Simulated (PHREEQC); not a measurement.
# Reverse-osmosis permeate: speciation

Synthetic water in mg/L, 65 °C, pH 6.95, pe 2.1:

| constituent | mg/L |
|---|---|
| Na | 0.396 |
| K | 0.33 |
| Ca | 3.52 |
| Mg | 0.0842 |
| Cl | 2.58 |
| S(6) as SO4 | 5.68 |
| Alkalinity as HCO3 | 0.964 |
| Li | 0.00148 |
| B | 0.00816 |
| Fe(2) | 0.00666 |

Valence states are taken as typed.

Equilibrium calculation in PHREEQC: ion-association model, wateq4f.dat.

```yaml
ionic_strength: 0.000353 mol/kgw
charge_balance_error: 0.5 %
```

```tsv
species	molality	activity	log γ
Ca+2	8.67e-5	7.90e-5	-0.040
Cl-	7.28e-5	7.11e-5	-0.010
SO4-2	5.79e-5	5.27e-5	-0.040
Na+	1.72e-5	1.68e-5	-0.010
HCO3-	1.47e-5	1.44e-5	-0.010
K+	8.43e-6	8.24e-6	-0.010
Mg+2	3.37e-6	3.07e-6	-0.040
CO2	3.21e-6	3.21e-6	0.000
```

Precipitation was switched off in this run. Constants without temperature data keep their 25 °C values here.
